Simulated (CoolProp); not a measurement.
Aqueous potassium acetate as a coolant, 16 % by mass, freezing at -8.2 °C, 1 atm.

Model: Melinder's fits for secondary coolants, in CoolProp.

```tsv
T (°C)	viscosity (mPa s)	Prandtl number	cp (kJ/(kg K))	conductivity (W/(m K))
-1.3	2.76	19.3	3.603	0.513
7.4	2.08	14.3	(withheld)	0.526
16.1	1.64	11.0	3.627	0.539
24.8	1.34	8.82	3.638	0.551
33.5	(withheld)	(withheld)	3.649	(withheld)
```

### Question
Complete the blanks.

### Answer

- 7.4, cp (kJ/(kg K)): 3.615
- 33.5, viscosity (mPa s): 1.12
- 33.5, Prandtl number: 7.22
- 33.5, conductivity (W/(m K)): 0.564
